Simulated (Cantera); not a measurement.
A perfectly stirred reactor is fed with 84.7 % NH₃, 15.3 % H₂, at 10.00 Torr; it is held at 1973 K, and followed from long to short residence time.

Model: the gas-phase N/H chemistry of the illustrative SiF4/NH3 mechanism in the Surface Chemkin manual (1991), integrated in Cantera. Walls and surfaces, which speed up NH3 decomposition in real reactors, are not modelled.

Question: Predict: x(NH₃) at τ = 2.90 s; x(H₂) at τ = 2.90 s; x(H) at τ = 2.90 s; x(NH₂) at τ = 2.90 s; x(N₂H₂) at τ = 2.90 s; x(NH₃) at τ = 17.0 ms; x(H₂) at τ = 17.0 ms; x(H) at τ = 17.0 ms; x(NH₂) at τ = 17.0 ms; x(N₂H₂) at τ = 17.0 ms.

Answer: 
```json
{
 "x(NH₃) at τ = 2.90 s": "0.258",
 "x(H₂) at τ = 2.90 s": "0.582",
 "x(H) at τ = 2.90 s": "0.000459",
 "x(NH₂) at τ = 2.90 s": "0.000585",
 "x(N₂H₂) at τ = 2.90 s": "2.25e-6",
 "x(NH₃) at τ = 17.0 ms": "0.838",
 "x(H₂) at τ = 17.0 ms": "0.159",
 "x(H) at τ = 17.0 ms": "7.68e-5",
 "x(NH₂) at τ = 17.0 ms": "0.00115",
 "x(N₂H₂) at τ = 17.0 ms": "8.26e-6"
}
```
